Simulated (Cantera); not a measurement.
Adiabatic ignition

An adiabatic, constant-volume homogeneous reactor starts with H2 : O2 : N2 = 1 : 0.526 : 1.98 (molar parts), equivalence ratio 0.95, at 1000 K and 10.0 bar.

Computed with Cantera and GRI-Mech 3.0 (53 species, 325 reactions). The hydrogen kinetics of GRI-Mech 3.0 are dated; newer H2 mechanisms differ, most at raised pressure. Above 3000 K some thermodynamic fits are extrapolated.

```
t (s)     T (K)  P (bar)    x H2    x O2    x H2O2     x N2O       x O
--------  -----  -------  ------  ------  --------  --------  --------
4.00e-6    1000     10.0   0.285   0.150  1.15e-11    <1e-12  3.82e-12
1.19e-5    1000     10.0   0.285   0.150  1.06e-10    <1e-12  3.97e-12
3.56e-5    1000     10.0   0.285   0.150  9.35e-10    <1e-12  4.41e-12
0.000106   1000     10.0   0.285   0.150   8.32e-9    <1e-12  5.88e-12
0.000317   1000     10.0   0.285   0.150   7.47e-8    <1e-12  1.16e-11
0.000948   1000     10.0   0.285   0.150   8.05e-7    <1e-12  5.03e-11
0.00283    1000     10.0   0.285   0.150   2.25e-5  1.79e-11  7.56e-10
0.00844    3061     26.9  0.0278  0.0116   2.99e-6   2.88e-6   0.00290
0.0252     3061     26.9  0.0279  0.0116   2.99e-6   2.88e-6   0.00290
0.0752     3061     26.9  0.0279  0.0116   2.99e-6   2.88e-6   0.00290
0.224      3061     26.9  0.0279  0.0116   2.99e-6   2.88e-6   0.00290
0.670      3061     26.9  0.0279  0.0116   2.99e-6   2.88e-6   0.00290
2.00       3061     26.9  0.0279  0.0116   2.99e-6   2.88e-6   0.00290
```
x: mole fraction; the columns are a selection and need not sum to one.

```yaml
time_of_steepest_temperature_rise: 8.30 ms
temperature at 2.00 s: 3061 K
equilibrium_temperature: 3061 K
x(H2) at 2.00 s: 0.0279 (gas-phase equilibrium 0.0279)
x(O2) at 2.00 s: 0.0116 (gas-phase equilibrium 0.0116)
x(H2O2) at 2.00 s: 2.99e-6 (gas-phase equilibrium 2.99e-6)
```
